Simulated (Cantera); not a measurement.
A perfectly stirred reactor is fed with 0.632 % CO, 2.04 % O2, 0.0224 % H2O, 97.2 % N2, 0.126 % CH4, equivalence ratio 0.28, at 100000 Pa; it is held at 1273 K, and followed from long to short residence time.

Model: GRI-Mech 3.0 (53 species, 325 reactions), integrated in Cantera.

Problem. Predict: x(CO) at τ = 18.0 s; x(O2) at τ = 18.0 s; x(H2O) at τ = 18.0 s; x(HO2) at τ = 18.0 s; x(CO2) at τ = 18.0 s; x(CO) at τ = 0.320 s; x(O2) at τ = 0.320 s; x(H2O) at τ = 0.320 s; x(HO2) at τ = 0.320 s; x(CO2) at τ = 0.320 s.

Solution. 
```json
{
 "x(CO) at τ = 18.0 s": "2.04e-5",
 "x(O2) at τ = 18.0 s": "0.0148",
 "x(H2O) at τ = 18.0 s": "0.00275",
 "x(HO2) at τ = 18.0 s": "1.19e-7",
 "x(CO2) at τ = 18.0 s": "0.00758",
 "x(CO) at τ = 0.320 s": "0.000317",
 "x(O2) at τ = 0.320 s": "0.0149",
 "x(H2O) at τ = 0.320 s": "0.00273",
 "x(HO2) at τ = 0.320 s": "1.01e-6",
 "x(CO2) at τ = 0.320 s": "0.00728"
}
```
